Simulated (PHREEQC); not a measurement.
Consider water at 25 °C and 10 atm with 0.0021 mol HF per kg of water. Closed to the air; pH follows from the charge balance.

Equilibrium calculation in PHREEQC: ion-association model, phreeqc.dat.

This is a speciation only: nothing precipitates in the calculation.

Q: Order these F species by the share of F that they hold, largest first: HF, F-, HF2-.

A: HF (56 %), F- (44 %), HF2- (0.39 %)

The pH is 3.05 and the ionic strength 0.000920 mol/kgw.
